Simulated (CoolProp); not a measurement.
Methanol at 298.15 K and 1.57 MPa is throttled through a valve to 0.928 MPa with no heat exchange. Each further row changes one setting.

Model: reference Helmholtz-energy equation of state, de Reuck 1993, in CoolProp.

```json
[
 {"case": "as stated", "temperature change (K)": "+0.2", "final density (kg/m³)": "787"},
 {"case": "outlet pressure 0.278 MPa", "temperature change (K)": "+0.4", "final density (kg/m³)": "786"},
 {"case": "outlet pressure 1.21 MPa", "temperature change (K)": "+0.1", "final density (kg/m³)": "787"}
]
```
